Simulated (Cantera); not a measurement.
Input (Python, Cantera):

```python
import numpy as np
import cantera as ct

gas = ct.Solution("gri30.yaml")


def delay(T, t_max=10):
    gas.TPX = T, 100000, {'CO': 1, 'H2': 0.95, 'CH4': 0.77, 'O2': 1.4, 'N2': 6.29}
    reactor = ct.IdealGasReactor(gas, clone=False)
    net = ct.ReactorNet([reactor])
    net.rtol, net.atol = 1e-8, 1e-16
    while net.time < t_max:
        t_old, T_old = net.time, reactor.T
        net.step()
        if reactor.T > T + 400:  # ignition: a rise of 400 K
            return t_old + (T + 400 - T_old) / (reactor.T - T_old) * (net.time - t_old)
    return np.nan


taus = []
for T in [1075, 1175, 1275, 1375, 1475, 1575, 1675, 1775, 1875]:
    taus.append(delay(T))
    print(f"T0 = {T:6g} K   tau = {taus[-1]:.4e} s")
```

Result:

```
T0 =   1075 K   tau = 3.0177e-03 s
T0 =   1175 K   tau = 1.2126e-03 s
T0 =   1275 K   tau = 5.4534e-04 s
T0 =   1375 K   tau = 2.7228e-04 s
T0 =   1475 K   tau = 1.5039e-04 s
T0 =   1575 K   tau = 9.0495e-05 s
T0 =   1675 K   tau = 5.8035e-05 s
T0 =   1775 K   tau = 3.8904e-05 s
T0 =   1875 K   tau = 2.6912e-05 s
```

Detailed kinetics in Cantera: GRI-Mech 3.0 (53 species, 325 reactions).
